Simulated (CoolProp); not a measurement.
Saturation properties of n-perfluoropentane.

Model: reference Helmholtz-energy equation of state, Gao 2022, in CoolProp.

| T (°C) | p (MPa) | vapour density (kg/m³) | enthalpy of vaporisation (kJ/kg) |
|---|---|---|---|
| -55.85 | 0.0009132 | ? | 112.4 |
| -49.75 | 0.001486 | 0.2310 | 111.0 |
| -43.65 | 0.002344 | 0.3549 | 109.5 |
| -37.55 | 0.003593 | ? | 108.1 |
| -31.45 | 0.005363 | 0.7732 | 106.6 |
| -25.35 | 0.007814 | 1.101 | 105.2 |
| -19.25 | 0.01114 | 1.536 | 103.7 |
| -13.05 | ? | 2.111 | 102.1 |
| -6.95 | 0.02141 | ? | 100.6 |
| -0.85 | 0.02883 | 3.750 | 99.02 |
| 5.25 | 0.03820 | 4.885 | 97.41 |

Question: Some entries are withheld; supply them.

Answer: 
- -55.85, vapour density (kg/m³): 0.1458
- -37.55, vapour density (kg/m³): 0.5306
- -13.05, p (MPa): 0.01563
- -6.95, vapour density (kg/m³): 2.836

It boils at 29.3 °C under 1 atm.
